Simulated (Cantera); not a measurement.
Equilibrium for abatement and gas-phase synthesis: HF + H2O

A closed system holds: 1 mol HF, 0.23 mol H2O, at 75.0 Torr.

These are equilibrium values from Cantera (NASA tables, ideal gas, pure condensed phases), not measurements of a reactor. Candidate condensed phases: H2O; 22 gas species. Kinetics and transport are ignored.

From 700 K to 2200 K nothing is condensed.

```csv
T (K),log p HF,log p H2O,log p H2,log p OH
700,-1.09,-1.73,-11.44,<-13
850,-1.09,-1.73,-9.28,-11.03
1000,-1.09,-1.73,-7.75,-9.15
1150,-1.09,-1.73,-6.62,-7.76
1300,-1.09,-1.73,-5.75,-6.69
1450,-1.09,-1.73,-5.06,-5.85
1600,-1.09,-1.73,-4.49,-5.16
1750,-1.09,-1.73,-4.02,-4.59
1900,-1.09,-1.74,-3.62,-4.11
2050,-1.09,-1.74,-3.29,-3.71
2200,-1.09,-1.76,-3.01,-3.36
```
log p: log10 of the partial pressure in bar; nothing condenses.
